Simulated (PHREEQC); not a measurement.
Consider water at 25 °C with 0.02 mol/kgw H2SO4, 0.003 mol/kgw Al(NO3)3 and 0.19 mol/kgw CuSO4. Closed to the air; pH follows from the charge balance.

All values are PHREEQC results (ion-association model, phreeqc.dat), not measurements.

Problem. The ionic strength comes out as 0.391 mol/kgw. What activity coefficients do AlHSO4+2, SO4-2, Al(SO4)2-, HSO4-, H+ get?

Solution. AlHSO4+2 0.28, SO4-2 0.23, Al(SO4)2- 0.68, HSO4- 0.73, H+ 0.77.

No solid was allowed to form. Complexes and solids missing from the database can't appear.
